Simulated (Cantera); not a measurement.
Input: 1 mol FeS, 210 mol H2, equilibrated at 13.3 mbar.

These are equilibrium values from Cantera (NASA tables, ideal gas, pure condensed phases), not measurements of a reactor. Candidate condensed phases: Fe, FeS, FeS2, S; 8 gas species. Equilibrium is a limit: real reactors are often held back by kinetics, nucleation or transport.

x: gas mole fraction; n: condensed amount in mol.

| T (K) | x H2 | x H2S | x H | x Fe | x SH | x S2 | x S | n Fe(γ) | n Fe(δ) |
|---|---|---|---|---|---|---|---|---|---|
| 1300 | 0.995 | 0.00471 | 9.56e-6 | 8.19e-8 | 2.39e-5 | 1.36e-5 | 8.96e-8 | 1.000 | 0 |
| 1350 | 0.995 | 0.00467 | 2.06e-5 | 3.22e-7 | 4.16e-5 | 2.49e-5 | 2.55e-7 | 1.000 | 0 |
| 1400 | 0.995 | 0.00461 | 4.20e-5 | 1.15e-6 | 6.93e-5 | 4.31e-5 | 6.68e-7 | 1.000 | 0 |
| 1450 | 0.995 | 0.00451 | 8.17e-5 | 3.74e-6 | 0.000111 | 7.06e-5 | 1.63e-6 | 0.999 | 0 |
| 1500 | 0.995 | 0.00437 | 0.000152 | 1.13e-5 | 0.000169 | 0.000110 | 3.69e-6 | 0.998 | 0 |
| 1550 | 0.995 | 0.00418 | ? | ? | ? | ? | ? | 0.993 | 0 |
| 1600 | 0.995 | 0.00395 | 0.000470 | 8.22e-5 | 0.000349 | 0.000222 | 1.56e-5 | 0.983 | 0 |
| 1650 | 0.995 | 0.00367 | 0.000785 | 0.000203 | 0.000473 | 0.000291 | 2.93e-5 | 0.957 | 0 |
| 1700 | 0.994 | ? | ? | ? | ? | ? | ? | 0 | ? |
| 1750 | 0.993 | 0.00304 | 0.00201 | 0.00105 | 0.000777 | 0.000424 | 8.74e-5 | 0 | 0.780 |
| 1800 | 0.990 | 0.00270 | 0.00309 | 0.00221 | 0.000947 | 0.000476 | 0.000140 | 0 | 0.534 |

Problem. What belongs in the gaps?

Solution. 
- 1700, x H2S: 0.00336
- 1700, x H: 0.00127
- 1700, x Fe: 0.000472
- 1700, x SH: 0.000617
- 1700, x S2: 0.000360
- 1700, x S: 5.19e-5
- 1700, n Fe(δ): 0.901
- 1550, x H: 0.000272
- 1550, x Fe: 3.14e-5
- 1550, x SH: 0.000248
- 1550, x S2: 0.000160
- 1550, x S: 7.83e-6
